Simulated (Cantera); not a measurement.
A closed system holds: 1 mol BN, 3.6 mol H₂.

Cantera equilibrium calculation (NASA polynomials, part measured and part estimated; ideal gas, pure solids and liquids). Candidate condensed phases: B, BN; 15 gas species. Mutual solubility and eutectic melting of coexisting phases are not modelled. Equilibrium is a limit: real reactors are often held back by kinetics, nucleation or transport.

Q: What condenses at these points (T in K, P in Pa): (2425, 1000000); (2525, 370); (2525, 140000); (2725, 2700); (2775, 2700); (2775, 52)?

A: 
```csv
T (K),P in Pa,condensed phases,B condensed (%)
2425,1000000,B + BN,98.8
2525,370,B,83.2
2525,140000,B + BN,98.4
2725,2700,B,86.0
2775,2700,B,79.5
2775,52,gas only,0.0
```
